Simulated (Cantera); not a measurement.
An adiabatic, constant-volume homogeneous reactor starts with CH₄ : O₂ : N₂ = 1 : 1.43 : 5.37 (molar parts), equivalence ratio 1.4, at 1500 K and 4050 Torr. Integrator tolerance rtol = 1e-08.

Cantera simulation using GRI-Mech 3.0 (53 species, 325 reactions); the numbers are that mechanism's predictions, not measurements. Above 3000 K some thermodynamic fits are extrapolated.

### Question
What does this change do: pressure from 4050 Torr to 390 Torr?

### Answer
```tsv
quantity	before	after
time of steepest temperature rise	0.341 ms	2.08 ms
temperature at 4.00 s	3071 K	2870 K
equilibrium temperature	3071 K	2870 K
x(CH₄) at 4.00 s	7.33e-12 (gas-phase equilibrium 8.61e-12)	<1e-12 (gas-phase equilibrium <1e-12)
x(O₂) at 4.00 s	0.00207 (gas-phase equilibrium 0.00207)	0.00441 (gas-phase equilibrium 0.00441)
x(HO₂) at 4.00 s	3.57e-6 (gas-phase equilibrium 3.57e-6)	2.28e-6 (gas-phase equilibrium 2.28e-6)
x(N₂O) at 4.00 s	8.14e-7 (gas-phase equilibrium 8.14e-7)	2.73e-7 (gas-phase equilibrium 2.73e-7)
x(CH₂) at 4.00 s	1.27e-11 (gas-phase equilibrium 1.35e-11)	<1e-12 (gas-phase equilibrium <1e-12)
x(NO₂) at 4.00 s	8.78e-7 (gas-phase equilibrium 8.78e-7)	5.05e-7 (gas-phase equilibrium 5.05e-7)
x(NO) at 4.00 s	0.00462 (gas-phase equilibrium 0.00462)	0.00521 (gas-phase equilibrium 0.00521)
```

### Question
What does this change do: initial temperature 1500 to 1350 K?

### Answer
```json
[
 {"quantity": "time of steepest temperature rise", "before": "0.341 ms", "after": "1.69 ms"},
 {"quantity": "temperature at 4.00 s", "before": "3071 K", "after": "3007 K"},
 {"quantity": "equilibrium temperature", "before": "3071 K", "after": "3007 K"},
 {"quantity": "x(CH₄) at 4.00 s", "before": "7.33e-12 (gas-phase equilibrium 8.61e-12)", "after": "9.20e-12 (gas-phase equilibrium 1.07e-11)"},
 {"quantity": "x(O₂) at 4.00 s", "before": "0.00207 (gas-phase equilibrium 0.00207)", "after": "0.00140 (gas-phase equilibrium 0.00140)"},
 {"quantity": "x(HO₂) at 4.00 s", "before": "3.57e-6 (gas-phase equilibrium 3.57e-6)", "after": "2.46e-6 (gas-phase equilibrium 2.46e-6)"},
 {"quantity": "x(N₂O) at 4.00 s", "before": "8.14e-7 (gas-phase equilibrium 8.14e-7)", "after": "6.46e-7 (gas-phase equilibrium 6.46e-7)"},
 {"quantity": "x(CH₂) at 4.00 s", "before": "1.27e-11 (gas-phase equilibrium 1.35e-11)", "after": "1.02e-11 (gas-phase equilibrium 1.09e-11)"},
 {"quantity": "x(NO₂) at 4.00 s", "before": "8.78e-7 (gas-phase equilibrium 8.78e-7)", "after": "5.98e-7 (gas-phase equilibrium 5.98e-7)"},
 {"quantity": "x(NO) at 4.00 s", "before": "0.00462 (gas-phase equilibrium 0.00462)", "after": "0.00352 (gas-phase equilibrium 0.00352)"}
]
```
